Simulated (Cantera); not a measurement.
Mixture: 3.11 % CH4, 13.0 % O2, 83.9 % N2, equivalence ratio 0.48, at 3.85 atm, adiabatic and at constant volume. Ignition delay is the time to a rise of 400 K.

Cantera simulation using GRI-Mech 3.0 (53 species, 325 reactions); the numbers are that mechanism's predictions, not measurements.

Task: Predict: delay at 1050 K; delay at 1200 K; delay at 1350 K; delay at 1500 K; delay at 1650 K; apparent activation energy between 1500 and 1650 K.

Result: 
```
Quantity                                                 Value
--------------------------------------------------  ----------
delay at 1050 K                                        0.123 s
delay at 1200 K                                        14.4 ms
delay at 1350 K                                        2.31 ms
delay at 1500 K                                       0.472 ms
delay at 1650 K                                       0.126 ms
apparent activation energy between 1500 and 1650 K  180 kJ/mol
```
